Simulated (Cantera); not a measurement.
A closed system holds: 1 mol MgO, 1 mol CO, 0.46 mol H₂, held at 1750 K and 9.00 Torr.

Equilibrium computed with Cantera from the NASA thermochemical tables; the gas is ideal and each condensed phase is pure. Candidate condensed phases: C, C₆H₆, C₇H₈, C₈H₁₈, H₂O, Mg, MgCO₃, MgO, Mg(OH)₂; 116 gas species. Equilibrium is a limit: real reactors are often held back by kinetics, nucleation or transport.

Base state: CO 0.681, H₂ 0.311, Mg 0.00323, H₂O 0.00202, CO₂ 0.00122, H 0.00118 (mole fractions); condensed: MgO(s).

Q: What changes in the equilibrium state with this change: MgO replaced by Cu₂O?

A: 
```json
[
 {"species": "CO₂", "before": "0.00122", "after": "0.407"},
 {"species": "CO", "before": "0.681", "after": "0.261"},
 {"species": "H₂O", "before": "0.00202", "after": "0.261"},
 {"species": "H₂", "before": "0.311", "after": "0.0462"},
 {"species": "Cu", "before": "0", "after": "0.0249"},
 {"species": "Mg", "before": "0.00323", "after": "0"},
 {"species": "Cu₂", "before": "0", "after": "3.82e-5"},
 {"species": "OH", "before": "4.50e-7", "after": "0.000151"},
 {"species": "H", "before": "0.00118", "after": "0.000456"},
 {"species": "MgO(s), mol", "before": "0.995", "after": "0"},
 {"species": "Cu(l), mol", "before": "0", "after": "1.96"}
]
```
Further candidate phases: Cu, CuO, Cu(OH)₂, Cu₂O.
